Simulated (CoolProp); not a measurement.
Vapour-liquid equilibrium of dimethyl ether (1) + n-hexane (2) at 338.5 K; x and y are mole fractions of (1).

Model: multi-fluid Helmholtz-energy mixture model, Wu 2011 and Thol 2019; pair parameters Bell 2016, in CoolProp.

```
x     bubble pressure (MPa)  y at the bubble point  dew pressure at overall composition x (MPa)  liquid density (mol/L)
----  ---------------------  ---------------------  -------------------------------------------  ----------------------
0.05                 0.1776                  0.494                                          [?]                   7.332
0.2                  0.4333                  0.807                                       0.1136                   7.901
0.35                 0.6691                  0.886                                       0.1392                   8.542
0.5                  0.8829                  0.924                                       0.1795                   9.272
0.65                  1.086                  0.949                                          [?]                   10.12
0.8                   1.298                  0.970                                          [?]                   11.11
0.95                  1.541                  0.992                                        1.095                     [?]
```

Question: Some entries are withheld; supply them.

Answer: 
- 0.05, dew pressure at overall composition x (MPa): 0.09582
- 0.65, dew pressure at overall composition x (MPa): 0.2519
- 0.8, dew pressure at overall composition x (MPa): 0.4198
- 0.95, liquid density (mol/L): 12.31

No azeotrope shows between x = 0.05 and 0.95.

Pair parameters are fitted to limited data, so mixtures are less certain than the pure fluids. The gap from Raoult's law changes sign with composition, which may be real or a fault of the pair parameters; it wasn't checked against measurements.
